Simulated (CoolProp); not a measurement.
p-xylene along the isotherm 620 K: Z from the reference equation and from simpler models built on Tc = 616.2 K, pc = 3.532 MPa, ω = 0.324; each cubic takes its own stable root.

Model: reference Helmholtz-energy equation of state, Zhou 2012, in CoolProp.

| p (MPa) | phase | reference |
|---|---|---|
| 1.61 | gas | 0.8129 |
| 3.21 | gas | 0.5326 |
| 4.82 | supercritical | 0.2213 |
| 6.42 | supercritical | 0.2703 |
| 8.03 | supercritical | 0.3225 |
| 9.63 | supercritical | 0.3742 |
| 11.2 | supercritical | 0.4243 |
| 12.8 | supercritical | 0.4749 |
| 14.4 | supercritical | 0.5248 |
| 16.1 | supercritical | 0.5772 |
| 17.7 | supercritical | 0.6260 |

Problem. How far does each simpler model (van der Waals, Redlich-Kwong, Soave-Redlich-Kwong, Peng-Robinson) lie from the reference over these 11 states: mean and median of the absolute difference, and the worst?

Solution. 
- van der Waals: mean 39.4 %, median 45.3 %, worst +49.8 % at 620 K and 4.82 MPa
- Redlich-Kwong: mean 15.2 %, median 15.5 %, worst +26.1 % at 620 K and 4.82 MPa
- Soave-Redlich-Kwong: mean 15.6 %, median 15.7 %, worst +27.1 % at 620 K and 4.82 MPa
- Peng-Robinson: mean 5.3 %, median 4.0 %, worst +15.1 % at 620 K and 4.82 MPa
